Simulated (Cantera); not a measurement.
A closed system holds: 1 mol Si, 2.9 mol Cl2, 11 mol H2, at 1.80 bar.

Equilibrium computed with Cantera from the NASA thermochemical tables; the gas is ideal and each condensed phase is pure. Candidate condensed phases: Si; 19 gas species. The tables' values for SiCl3 are old estimates; treat these amounts as uncertain. Kinetics and transport are ignored. All values below are at 1600 K.

Base state: H2 0.703, HCl 0.222, SiCl2 0.0317, SiCl4 0.0184, SiCl3 0.0154, SiHCl3 0.00840, SiH2Cl2 0.000640, H 3.40e-5 (mole fractions); condensed: gas only.

Question: What changes in the equilibrium state with this change: Cl2 from 2.9 to 0.68 mol?

Answer: 
| species | before | after |
|---|---|---|
| H2 | 0.703 | 0.910 |
| HCl | 0.222 | 0.0676 |
| SiCl2 | 0.0317 | 0.0173 |
| SiCl4 | 0.0184 | 0.000716 |
| SiCl3 | 0.0154 | 0.00224 |
| SiHCl3 | 0.00840 | 0.00139 |
| SiH3Cl | 1.46e-5 | 4.39e-5 |
| SiH2Cl2 | 0.000640 | 0.000453 |
| Si(s), mol | 0 | 0.742 |
